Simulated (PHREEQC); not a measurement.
Solution (25 °C): 0.13 mol/kgw NH4HF2, 0.0014 mol/kgw (NH4)2SiF6 and 0.00058 mol/kgw HBF4. Closed to the air; pH follows from the charge balance.

The numbers come from PHREEQC with the ion-association model, phreeqc.dat.

Each row changes one thing in this solution. Precipitation was switched off in this run.

| case | pH | ionic strength (mol/kgw) | F- (mol/kgw) | HF (mol/kgw) | HF2- (mol/kgw) | BF3OH- (mol/kgw) | SI of Quartz (SiO2) |
|---|---|---|---|---|---|---|---|
| as made | 3.04 | 0.135 | 0.0959 | 0.0948 | 0.0347 | 2.16e-6 | -10.48 |
| temperature from 25 to 15 °C | 2.96 | 0.136 | ? | 0.0963 | 0.0329 | 1.76e-6 | ? |
| HBF4 from 0.00058 to 0.00116 mol/kgw | 3.03 | 0.135 | 0.0953 | 0.0953 | 0.0347 | 4.30e-6 | -10.49 |
| diluted 10-fold with water | 3.17 | 0.0142 | 0.0131 | ? | 0.000589 | 1.75e-6 | ? |
| 0.0064 mol/kgw HBr added | 2.98 | 0.136 | 0.0897 | 0.101 | 0.0346 | 2.03e-6 | -10.54 |

Q: Fill in the missing entries.

A: 
- temperature from 25 to 15 °C, F- (mol/kgw): 0.0979
- temperature from 25 to 15 °C, SI of Quartz (SiO2): -11.09
- diluted 10-fold with water, HF (mol/kgw): 0.0117
- diluted 10-fold with water, SI of Quartz (SiO2): -5.96

Complexes and solids missing from the database can't appear. SiF6-2 is the database's only silicon fluoride. Real BF4- forms and hydrolyses slowly; the run takes it at equilibrium.
